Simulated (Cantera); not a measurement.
Hydrocarbon pyrolysis for carbon deposition

A perfectly stirred reactor is fed with 23.8 % CH4, 76.2 % N2, at 0.353 Torr; it is held at 1950 K, and followed from long to short residence time.

Cantera simulation using GRI-Mech 3.0 (53 species, 325 reactions); the numbers are that mechanism's predictions, not measurements. GRI-Mech 3.0 stops at C3 and has no aromatics, soot or wall deposition, so with more carbon than oxygen in the feed, carbon stays in small species such as C2H2 where larger ones or solid carbon would form. Radical loss at walls, strong at low pressure, is not modelled.

| τ (s) | x CH4 | x CH2 | x HCN | x CH3 | x C2H4 | x C2H6 | x C2H |
|---|---|---|---|---|---|---|---|
| 2.2 | 0.0450 | 1.36e-5 | 1.83e-5 | 0.00373 | 0.00103 | 3.73e-6 | 5.23e-6 |
| 0.89 | 0.0752 | 1.54e-5 | 6.53e-6 | 0.00534 | 0.00242 | 7.35e-6 | 3.80e-6 |
| 0.36 | 0.120 | 1.57e-5 | 1.79e-6 | 0.00694 | 0.00488 | 1.08e-5 | 2.22e-6 |
| 0.15 | 0.179 | 1.21e-5 | 2.58e-7 | 0.00723 | 0.00618 | 8.14e-6 | 7.51e-7 |
| 0.060 | 0.224 | 4.99e-6 | 1.05e-8 | 0.00478 | 0.00224 | 2.07e-6 | 8.83e-8 |
| 0.024 | 0.235 | 1.14e-6 | 4.47e-10 | 0.00214 | 0.000238 | 3.32e-7 | 5.25e-9 |
| 0.010 | 0.237 | 2.34e-7 | 4.23e-11 | 0.000902 | 1.91e-5 | 5.08e-8 | 1.54e-10 |
| 0.0041 | 0.238 | 4.62e-8 | 4.41e-12 | 0.000368 | 1.26e-6 | 6.34e-9 | 2.05e-12 |
| 0.0016 | 0.238 | 8.26e-9 | <1e-12 | 0.000140 | 6.07e-8 | 5.20e-10 | <1e-12 |
| 0.00067 | 0.238 | 1.50e-9 | <1e-12 | 5.53e-5 | 2.96e-9 | 3.57e-11 | <1e-12 |
x: mole fraction; the columns are a selection and need not sum to one.
